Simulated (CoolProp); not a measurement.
Vapour-liquid equilibrium of n-heptane (1) + o-xylene (2) at 202.35 °C; x and y are mole fractions of (1).

Values from CoolProp's multi-fluid Helmholtz-energy mixture model, Span 2003 and Zhou 2012; pair parameters Bell 2016.

### Question
Give the bubble pressure and the first vapour's composition at x = 0.2, 0.35, 0.5. Is there an azeotrope?

### Answer
x = 0.2: 532.2 kPa, y = 0.393; x = 0.35: 631.6 kPa, y = 0.561; x = 0.5: 723.7 kPa, y = 0.685. No azeotrope shows between x = 0.05 and 0.95.

The pair parameters rest on a limited set of measurements; away from them the model extrapolates.
